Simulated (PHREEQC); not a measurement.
**Alkaline etch or developer**

Dissolve 0.021 mol KOH and 0.00028 mol Na2CO3 per kg of water at 20 °C. Closed to the air; pH follows from the charge balance.

Equilibrium calculation in PHREEQC: ion-association model, phreeqc.dat.

No solid was allowed to form.

**Question.** What pH, specific conductance does the model give?

**Answer.** pH 12.42; specific conductance 4640 µS/cm.
